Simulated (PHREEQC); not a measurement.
Dissolve 0.26 mol NaH2PO4 and 0.051 mol HCl per kg of water at 25 °C. Closed to the air; pH follows from the charge balance.

Model: ion-association model, wateq4f.dat, run in PHREEQC.

This is a speciation only: nothing precipitates in the calculation.

Estimate the pH.

pH 2.65.

In which forms is P present?

H2PO4- 81 %, H3PO4 19 % of the P.

Complexes and solids missing from the database can't appear. H3PO4, which wateq4f.dat lacks, is added to it with the constant of phreeqc.dat.
